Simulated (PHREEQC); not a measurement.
Synthetic water in mg/L, 20 °C, pH 3.99, pe 8.1:

```json
[
 {"constituent": "Na", "mg/L": "1420"},
 {"constituent": "K", "mg/L": "374"},
 {"constituent": "Ca", "mg/L": "147"},
 {"constituent": "Mg", "mg/L": "61.8"},
 {"constituent": "Cl", "mg/L": "1160"},
 {"constituent": "S(6) as SO4", "mg/L": "2620"},
 {"constituent": "Cd", "mg/L": "91.6"},
 {"constituent": "Cu(2)", "mg/L": "1.63"},
 {"constituent": "Fe(3)", "mg/L": "60"},
 {"constituent": "F", "mg/L": "0.719"}
]
```

Cl is adjusted to close the charge balance.
Valence states are taken as typed.

Equilibrium calculation in PHREEQC: ion-association model, phreeqc.dat.

Each row changes one thing in this solution. No solid was allowed to form.

```tsv
case	ionic strength (mol/kgw)	Na+ (mol/kgw)	SO4-2 (mol/kgw)	K+ (mol/kgw)	Ca+2 (mol/kgw)	Mg+2 (mol/kgw)	SI of Gypsum (CaSO4:2H2O)	SI of Fluorite (CaF2)
as made	0.106	0.0598	0.0217	0.00917	0.00243	0.00155	-0.54	-3.35
all concentrations times 3 at the same typed pH	0.305	0.176	0.0578	0.0268	0.00668	0.00411	___	___
temperature from 20 to 70 °C at the same typed pH	0.101	0.0595	0.0204	0.00880	0.00233	___	-0.54	-2.60
```

Problem. What belongs in the gaps?

Solution. 
- all concentrations times 3 at the same typed pH, SI of Gypsum (CaSO4:2H2O): +0.03
- all concentrations times 3 at the same typed pH, SI of Fluorite (CaF2): -2.68
- temperature from 20 to 70 °C at the same typed pH, Mg+2 (mol/kgw): 0.000970

Complexes and solids missing from the database can't appear. Some of these states are supersaturated (in Jarosite-K, Fe(OH)3(a), Hematite (slow to form), for instance). At this temperature some constants are extrapolated from 25 °C, and those without enthalpy data are left unchanged. Fluoro complexes past AlF4- and FeF3 are missing from the database.
